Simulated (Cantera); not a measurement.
# Thermodynamics of titanium nitride, carbide and oxide coatings, feed Ti(OiPr)₄ + CH₄ + H₂ + C₃H₈

Input: 1 mol Ti(OiPr)₄, 0.33 mol CH₄, 96 mol H₂, 0.68 mol C₃H₈, held at 777 °C and 4.10 mbar.

These are equilibrium values from Cantera (NASA tables, ideal gas, pure condensed phases), not measurements of a reactor. Candidate condensed phases: C, C₆H₆, C₇H₈, C₈H₁₈, H₂O, Ti, TiC, TiO, TiO₂, Ti₂O₃, Ti₃O₅, Ti₄O₇; 113 gas species. The feed counts by its element totals alone. Kinetics and transport are ignored.

* **x(H₂)**: 0.980
* **x(CO)**: 0.0202
* **x(CH₄)**: 0.000225
* **x(H₂O)**: 1.47e-5
* **n(C(graphite))**: 12.0 mol
* **n(Ti₃O₅(s))**: 0.333 mol
* **gas amount**: 115.7 mol
* **log10 activity of Ti₄O₇(s) (absent)**: -0.02
* **log10 activity of Ti₂O₃(s) (absent)**: -0.12
* **log10 activity of Ti(α) (absent)**: -9.23
